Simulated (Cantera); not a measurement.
An isothermal, constant-pressure homogeneous reactor starts with NH3 : N2 = 1 : 0.36 (molar parts), at 1450 K and 19000 Pa.

Computed with Cantera and the gas-phase N/H chemistry of the illustrative SiF4/NH3 mechanism in the Surface Chemkin manual (1991). Walls and surfaces, which speed up NH3 decomposition in real reactors, are not modelled.

### Question
Predict: x(NH3) at 200 s; x(N2) at 200 s; x(N2H2) at 200 s; x(H2) at 200 s; x(H) at 200 s; x(NH2) at 200 s; x(N2H4) at 200 s.

### Answer
- x(NH3) at 200 s: 0.353 (gas-phase equilibrium 4.14e-6)
- x(N2) at 200 s: 0.317 (gas-phase equilibrium 0.364)
- x(N2H2) at 200 s: 7.41e-8 (gas-phase equilibrium <1e-12)
- x(H2) at 200 s: 0.331 (gas-phase equilibrium 0.636)
- x(H) at 200 s: 7.87e-6 (gas-phase equilibrium 1.74e-5)
- x(NH2) at 200 s: 1.78e-5 (gas-phase equilibrium 2.40e-10)
- x(N2H4) at 200 s: 1.44e-8 (gas-phase equilibrium <1e-12)
